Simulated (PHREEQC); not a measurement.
Dissolve 0.017 mol NiSO4 and 0.015 mol NiCl2 per kg of water at 25 °C. Closed to the air; pH follows from the charge balance.

Computed with PHREEQC (ion-association model, wateq4f.dat).

Each row changes one thing in this solution. Precipitation was switched off in this run.

```tsv
case	pH	ionic strength (mol/kgw)	Ni+2 (mol/kgw)	SO4-2 (mol/kgw)	NiSO4 (mol/kgw)	NiCl+ (mol/kgw)	SI of Morenosite (NiSO4:7H2O)
as made	6.00	0.0830	0.0242	0.00988	0.00711	0.000685	-2.07
NiCl2 replaced by MnCl2 at the same molality	[?]	0.0829	0.0128	0.00995	0.00380	0.000361	-2.35
temperature from 25 to 20 °C	6.07	0.0835	0.0243	0.01000	0.00699	0.000692	[?]
NiCl2 from 0.015 to 0.0015 mol/kgw	[?]	0.0492	0.0127	0.0112	0.00579	4.25e-5	-2.16
NiSO4 from 0.017 to 0.034 mol/kgw	6.00	0.119	0.0332	0.0191	0.0149	0.000835	-1.75
temperature from 25 to 55 °C	5.65	0.0810	0.0237	0.00936	0.00763	0.000641	-2.34
NiSO4 from 0.017 to 0.0255 mol/kgw	6.00	0.102	0.0287	0.0145	0.0109	0.000763	[?]
```

Task: Fill in the missing entries.

Result: 
- NiCl2 replaced by MnCl2 at the same molality, pH: 6.10
- temperature from 25 to 20 °C, SI of Morenosite (NiSO4:7H2O): -2.02
- NiCl2 from 0.015 to 0.0015 mol/kgw, pH: 6.13
- NiSO4 from 0.017 to 0.0255 mol/kgw, SI of Morenosite (NiSO4:7H2O): -1.89

Species that the database lacks are ignored. In wateq4f.dat the enthalpy of Ni(OH)2 has the wrong sign, so its saturation index can't be trusted away from 25 °C. Constants without temperature data keep their 25 °C values here.
